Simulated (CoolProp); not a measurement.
Ethanol along the isobar 34.4 MPa: density (kg/m³) from the reference equation and from simpler models built on Tc = 514.7 K, pc = 6.268 MPa, ω = 0.644; each cubic takes its own stable root.

The numbers come from the reference Helmholtz-energy equation of state, Schroeder 2014 in CoolProp.

```csv
T (K),phase,reference
181.4,liquid,902.3
214.5,liquid,874.5
247.6,liquid,849.0
280.8,liquid,824.3
313.9,liquid,800.0
347.1,liquid,774.8
380.2,liquid,747.9
413.4,liquid,717.7
```

Q: How far does each simpler model (van der Waals, Soave-Redlich-Kwong) lie from the reference over these 8 states: mean and median of the absolute difference, and the worst?

A: 
- van der Waals: mean 44.0 %, median 44.0 %, worst -45.7 % at 181.4 K and 34.4 MPa
- Soave-Redlich-Kwong: mean 16.7 %, median 16.4 %, worst -18.4 % at 181.4 K and 34.4 MPa
